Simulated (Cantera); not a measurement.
Charge: 1 mol toluene, 3.3 mol H2, held at 2575 K.

These are equilibrium values from Cantera (NASA tables, ideal gas, pure condensed phases), not measurements of a reactor. Candidate condensed phases: C, C6H6, C7H8, C8H18; 76 gas species. The ideal-gas law is rough above about 30 bar. Kinetics and transport are ignored.

Question: At 100 bar, list the 5 most abundant gas species with their mole fractions, and the condensed phases.

Answer: H2 0.968, C2H2 (acetylene) 0.0142, CH4 0.0125, H 0.00341, CH3 0.000778. Condensed: C(graphite).
